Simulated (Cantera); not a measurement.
Cantera run:

```python
import numpy as np
import cantera as ct

gas_names = """
    N NO NO2 NO3 N2 N2O O O2 O3 Pb PbO Pb2
""".split()
cond_names = """
    Pb(cr) Pb(L) PbO(rd) PbO(yw) PbO(L) PbO2(s) Pb3O4(s)
""".split()


# ... load() reads the species with a 1 bar reference pressure and builds the phases ...
atoms = {
    'Pb': {'Pb': 1},
    'O2': {'O': 2},
    'N2': {'N': 2},
}
top_T = {'Pb3O4(s)': 820}  # K; cautious upper limits of use, not melting points


# ... equilibrate(T, P, feed) seeds the gas with the atoms and calls Mixture.equilibrate('TP', solver="vcs", rtol=1e-11, max_steps=5000) ...
results = []
T = 700  # K
P = 180  # Pa
for m in [0.23, 0.26, 0.3, 0.35, 0.41, 0.47, 0.54, 0.63, 0.73, 0.84, 0.97, 1.1, 1.3]:
    feed = {'Pb': 1, 'O2': m, 'N2': 5.9}  # mol
    mix = equilibrate(T, P, feed)
    results.append((T, P, feed, dict(zip(mix.species_names, mix.species_moles))))
    x = sorted(zip(gas.X, gas.species_names), reverse=True)
    print(f"T = {T:g} K  P = {P:g} Pa  n(O2) = {m:g} mol  gas = {mix.phase_moles(0):.4g} mol")
    print("   x: " + "  ".join(f"{s} {v:.3e}" for v, s in x if v > 1e-05))
    print("   condensed (mol): " + ("  ".join(f"{mix.phase(i).name} {mix.phase_moles(i):.4g}"
          for i in range(1, mix.n_phases) if mix.phase_moles(i) > 1e-12) or "none"))
```

It prints:

```
T = 700 K  P = 180 Pa  n(O2) = 0.23 mol  gas = 5.9 mol
   x: N2 1.000e+00
   condensed (mol): Pb(L) 0.54  PbO(rd) 0.46
T = 700 K  P = 180 Pa  n(O2) = 0.26 mol  gas = 5.9 mol
   x: N2 1.000e+00
   condensed (mol): Pb(L) 0.48  PbO(rd) 0.52
T = 700 K  P = 180 Pa  n(O2) = 0.3 mol  gas = 5.9 mol
   x: N2 1.000e+00
   condensed (mol): Pb(L) 0.4  PbO(rd) 0.6
T = 700 K  P = 180 Pa  n(O2) = 0.35 mol  gas = 5.9 mol
   x: N2 1.000e+00
   condensed (mol): Pb(L) 0.3  PbO(rd) 0.7
T = 700 K  P = 180 Pa  n(O2) = 0.41 mol  gas = 5.9 mol
   x: N2 1.000e+00
   condensed (mol): Pb(L) 0.18  PbO(rd) 0.82
T = 700 K  P = 180 Pa  n(O2) = 0.47 mol  gas = 5.9 mol
   x: N2 1.000e+00
   condensed (mol): Pb(L) 0.06  PbO(rd) 0.94
T = 700 K  P = 180 Pa  n(O2) = 0.54 mol  gas = 5.94 mol
   x: N2 9.933e-01  O2 6.734e-03
   condensed (mol): PbO(rd) 1
T = 700 K  P = 180 Pa  n(O2) = 0.63 mol  gas = 6.03 mol
   x: N2 9.784e-01  O2 2.156e-02
   condensed (mol): PbO(rd) 1
T = 700 K  P = 180 Pa  n(O2) = 0.73 mol  gas = 6.13 mol
   x: N2 9.625e-01  O2 3.752e-02
   condensed (mol): PbO(rd) 1
T = 700 K  P = 180 Pa  n(O2) = 0.84 mol  gas = 6.24 mol
   x: N2 9.455e-01  O2 5.449e-02
   condensed (mol): PbO(rd) 1
T = 700 K  P = 180 Pa  n(O2) = 0.97 mol  gas = 6.37 mol
   x: N2 9.262e-01  O2 7.378e-02
   condensed (mol): PbO(rd) 1
T = 700 K  P = 180 Pa  n(O2) = 1.1 mol  gas = 6.5 mol
   x: N2 9.077e-01  O2 9.231e-02
   condensed (mol): PbO(rd) 1
T = 700 K  P = 180 Pa  n(O2) = 1.3 mol  gas = 6.7 mol
   x: N2 8.806e-01  O2 1.194e-01
   condensed (mol): PbO(rd) 1
```

Cantera equilibrium calculation (NASA polynomials, part measured and part estimated; ideal gas, pure solids and liquids).
